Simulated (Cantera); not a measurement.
A freely propagating, adiabatic, planar premixed flame of 37.6 % H2, 12.5 % O2, 47.0 % N2, 2.86 % H2O, equivalence ratio 1.5, unburnt at 373 K and 0.260 bar; unity-Lewis-number transport, grid criteria slope 0.08 and curve 0.16, no radiation.

Detailed kinetics in Cantera: the H2/O2 subset of GRI-Mech 3.0, which has no nitrogen chemistry. Unity Lewis numbers drop preferential diffusion, which matters most where H2 and H carry the flame. Burning velocities carry a grid error of a few per cent, more on coarse grids.

x: mole fraction of selected species; z is measured from the peak of heat release.

| z (mm) | T (K) | u (m/s) | x H2 | x O2 | x H2O | x HO2 | x OH | x H2O2 |
|---|---|---|---|---|---|---|---|---|
| -5.27 | 373 | 2.10 | 0.376 | 0.125 | 0.0286 | <1e-8 | <1e-8 | <1e-8 |
| -3.51 | 373 | 2.10 | 0.376 | 0.125 | 0.0286 | <1e-8 | <1e-8 | <1e-8 |
| -2.63 | 373 | 2.10 | 0.376 | 0.125 | 0.0286 | 5.50e-8 | <1e-8 | <1e-8 |
| -1.76 | 373 | 2.10 | 0.376 | 0.125 | 0.0286 | 1.17e-6 | <1e-8 | 1.40e-7 |
| -0.878 | 408 | 2.29 | 0.373 | 0.123 | 0.0329 | 7.97e-5 | 7.56e-6 | 7.12e-6 |
| -0.439 | 666 | 3.69 | 0.340 | 0.107 | 0.0694 | 9.11e-5 | 0.000360 | 8.71e-6 |
| 0 | 1103 | 5.95 | 0.223 | 0.0566 | 0.174 | 2.33e-5 | 0.00164 | 7.14e-7 |
| 0.439 | 1368 | 7.26 | 0.125 | 0.0155 | 0.255 | 5.22e-6 | 0.00483 | 7.51e-7 |
| 0.878 | 1493 | 7.84 | 0.111 | 0.00705 | 0.274 | 2.11e-6 | 0.00660 | 6.61e-7 |
| 1.76 | 1627 | 8.46 | 0.116 | [?] | 0.281 | [?] | 0.00789 | [?] |
| 3.51 | 1766 | 9.07 | 0.122 | [?] | 0.288 | [?] | 0.00850 | [?] |
| 7.02 | 1898 | 9.65 | 0.128 | 0.00210 | 0.295 | 4.88e-7 | 0.00816 | 1.11e-7 |
| 14.0 | 2012 | 10.1 | 0.133 | 0.00112 | 0.302 | 2.74e-7 | 0.00692 | 5.54e-8 |

Q: What belongs in the gaps?

A: 
- 1.76, x O2: 0.00480
- 1.76, x HO2: 1.27e-6
- 1.76, x H2O2: 4.27e-7
- 3.51, x O2: 0.00340
- 3.51, x HO2: 8.14e-7
- 3.51, x H2O2: 2.24e-7
